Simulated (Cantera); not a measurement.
A closed system holds: 1 mol Si₃N₄, 0.13 mol H₂O, a varied amount of H₂, held at 570 Pa.

Points: T (K) = 1598, 1648, 1698, 1748, 1798, 1848, 1898, 1948, 1998, 2048, 2098, 2148; n(H2) (mol) = 3.4, 4.7, 6.5, 9, 12, 17, 23, 32, 44, 61, 84, 120.

Cantera's Mixture.equilibrate('TP', solver="vcs", rtol=1e-11, max_steps=5000) on the NASA tables stopped like this:

```
ERROR: FAILURE its = 5001!

*******************************************************************************
CanteraError thrown by MultiPhase::equilibrate:
VCS solver failed. Return code: -1
*******************************************************************************
```

Question: What got this run through?

Answer: Several could match; the one computed here: The failure is numerical, not chemical. The same input converged with solver="gibbs", rtol=1e-10, max_steps=50000, and the result passed a check of the equilibrium conditions:
```
   1598        3.4  Si(cr) + Si2N2O(s) + Si3N4(a)
   1598        4.7  Si(cr) + Si2N2O(s) + Si3N4(a)
   1598        6.5  Si(cr) + Si2N2O(s) + Si3N4(a)
   1598          9  Si(cr) + Si2N2O(s) + Si3N4(a)
   1598         12  Si(cr) + Si2N2O(s) + Si3N4(a)
   1598         17  Si(cr) + Si2N2O(s) + Si3N4(a)
   1598         23  Si(cr) + Si2N2O(s) + Si3N4(a)
   1598         32  Si(cr) + Si2N2O(s) + Si3N4(a)
   1598         44  Si(cr) + Si2N2O(s)
   1598         61  Si(cr)
   1598         84  Si(cr)
   1598        120  Si(cr)
   1648        3.4  Si(cr) + Si2N2O(s) + Si3N4(a)
   1648        4.7  Si(cr) + Si2N2O(s) + Si3N4(a)
   1648        6.5  Si(cr) + Si2N2O(s) + Si3N4(a)
   1648          9  Si(cr) + Si2N2O(s) + Si3N4(a)
   1648         12  Si(cr) + Si2N2O(s) + Si3N4(a)
   1648         17  Si(cr) + Si2N2O(s)
   1648         23  Si(cr)
   1648         32  Si(cr)
   1648         44  Si(cr)
   1648         61  Si(cr)
   1648         84  Si(cr)
   1648        120  Si(cr)
   1698        3.4  Si(L) + Si2N2O(s) + Si3N4(a)
   1698        4.7  Si(L) + Si2N2O(s) + Si3N4(a)
   1698        6.5  Si(L) + Si2N2O(s)
   1698          9  Si(L)
   1698         12  Si(L)
   1698         17  Si(L)
   1698         23  Si(L)
   1698         32  Si(L)
   1698         44  Si(L)
   1698         61  Si(L)
   1698         84  Si(L)
   1698        120  Si(L)
   1748        3.4  Si(L)
   1748        4.7  Si(L)
   1748        6.5  Si(L)
   1748          9  Si(L)
   1748         12  Si(L)
   1748         17  Si(L)
   1748         23  Si(L)
   1748         32  Si(L)
   1748         44  Si(L)
   1748         61  Si(L)
   1748         84  Si(L)
   1748        120  Si(L)
   1798        3.4  Si(L)
   1798        4.7  Si(L)
   1798        6.5  Si(L)
   1798          9  Si(L)
   1798         12  Si(L)
   1798         17  Si(L)
   1798         23  Si(L)
   1798         32  Si(L)
   1798         44  Si(L)
   1798         61  Si(L)
   1798         84  Si(L)
   1798        120  Si(L)
   1848        3.4  Si(L)
   1848        4.7  Si(L)
   1848        6.5  Si(L)
   1848          9  Si(L)
   1848         12  Si(L)
   1848         17  Si(L)
   1848         23  Si(L)
   1848         32  Si(L)
   1848         44  Si(L)
   1848         61  Si(L)
   1848         84  Si(L)
   1848        120  Si(L)
   1898        3.4  Si(L)
   1898        4.7  Si(L)
   1898        6.5  Si(L)
   1898          9  Si(L)
   1898         12  Si(L)
   1898         17  Si(L)
   1898         23  Si(L)
   1898         32  Si(L)
   1898         44  Si(L)
   1898         61  Si(L)
   1898         84  Si(L)
   1898        120  Si(L)
   1948        3.4  Si(L)
   1948        4.7  Si(L)
   1948        6.5  Si(L)
   1948          9  Si(L)
   1948         12  Si(L)
   1948         17  Si(L)
   1948         23  Si(L)
   1948         32  Si(L)
   1948         44  Si(L)
   1948         61  Si(L)
   1948         84  Si(L)
   1948        120  Si(L)
   1998        3.4  Si(L)
   1998        4.7  Si(L)
   1998        6.5  Si(L)
   1998          9  Si(L)
   1998         12  Si(L)
   1998         17  Si(L)
   1998         23  Si(L)
   1998         32  Si(L)
   1998         44  Si(L)
   1998         61  Si(L)
   1998         84  Si(L)
   1998        120  Si(L)
   2048        3.4  Si(L)
   2048        4.7  Si(L)
   2048        6.5  Si(L)
   2048          9  Si(L)
   2048         12  Si(L)
   2048         17  Si(L)
   2048         23  Si(L)
   2048         32  Si(L)
   2048         44  Si(L)
   2048         61  Si(L)
   2048         84  Si(L)
   2048        120  Si(L)
   2098        3.4  Si(L)
   2098        4.7  Si(L)
   2098        6.5  Si(L)
   2098          9  Si(L)
   2098         12  Si(L)
   2098         17  Si(L)
   2098         23  Si(L)
   2098         32  Si(L)
   2098         44  Si(L)
   2098         61  Si(L)
   2098         84  Si(L)
   2098        120  gas only
   2148        3.4  Si(L)
   2148        4.7  Si(L)
   2148        6.5  Si(L)
   2148          9  Si(L)
   2148         12  Si(L)
   2148         17  Si(L)
   2148         23  Si(L)
   2148         32  Si(L)
   2148         44  Si(L)
   2148         61  Si(L)
   2148         84  gas only
   2148        120  gas only
```

The gas is ideal and each condensed phase is pure. Mutual solubility and eutectic melting of coexisting phases are not modelled.
